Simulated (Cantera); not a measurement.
An adiabatic, constant-pressure homogeneous reactor starts with CH4 : O2 : N2 = 1 : 6.06 : 22.8 (molar parts), equivalence ratio 0.33, at 1798 K and 1000000 Pa.

Model: GRI-Mech 3.0 (53 species, 325 reactions), integrated in Cantera.

One state of this run: T (K) = 2433; x CH4 = <1e-12; x O2 = 0.127; x CH2O = <1e-12; x H2 = 0.000244; x CH2CO = <1e-12; x H = 9.23e-5. x: mole fraction; the columns are a selection and need not sum to one.

Question: Which value of t (s) does it belong to?
A) 3.00e-6
B) 8.11e-6
C) 2.19e-5
D) 3.33

Answer: D, 3.33
